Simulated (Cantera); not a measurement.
Feed: 1 mol SiH4, 0.071 mol C2H4, 39 mol H2, held at 1848 K and 97.5 Torr.

These are equilibrium values from Cantera (NASA tables, ideal gas, pure condensed phases), not measurements of a reactor. Candidate condensed phases: C, C6H6, C7H8, C8H18, Si, SiC; 87 gas species. Mutual solubility and eutectic melting of coexisting phases are not modelled. Gases not in the tables: Si2H6 and higher silanes. Equilibrium is a limit: real reactors are often held back by kinetics, nucleation or transport.

Task: What is the equilibrium state?

Result: 
```
Item                                        Value
--------------------------------------  ---------
x(H2)                                       0.998
x(H)                                      0.00147
x(Si)                                     4.83e-5
x(SiH2)                                   4.15e-5
x(SiH)                                    1.73e-5
x(CH4)                                    2.55e-6
n(Si(l))                                0.854 mol
n(SiC(s))                               0.142 mol
gas amount                              41.17 mol
log10 activity of C(graphite) (absent)      -1.53
```
